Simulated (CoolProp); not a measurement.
Vapour-liquid equilibrium of m-xylene (1) + n-nonane (2) at 541.1 K; x and y are mole fractions of (1).

Values from CoolProp's multi-fluid Helmholtz-energy mixture model, Zhou 2012 and Lemmon 2006; pair parameters Bell 2016.

```
x     bubble pressure, mixture model (kPa)  bubble pressure, Raoult's law (kPa)  y, mixture model  y, Raoult's law
----  ------------------------------------  -----------------------------------  ----------------  ---------------
0.05                                  1081                                 1069        (withheld)            0.061
0.2                                   1145                                 1105             0.236            0.235
0.35                                  1198                                 1141        (withheld)            0.398
0.5                                   1240                                 1177             0.534            0.551
0.65                                  1272                                 1214        (withheld)            0.695
0.8                                   1291                                 1250             0.808            0.831
0.95                                  1299                                 1286             0.950            0.959
```

Question: What belongs in the gaps?

Answer: 
- 0.05, y, mixture model: 0.063
- 0.35, y, mixture model: 0.391
- 0.65, y, mixture model: 0.671

The largest gap from Raoult's law is +5.4 % in bubble pressure, at x = 0.5. No azeotrope shows between x = 0.05 and 0.95.

The pair parameters rest on a limited set of measurements; away from them the model extrapolates.
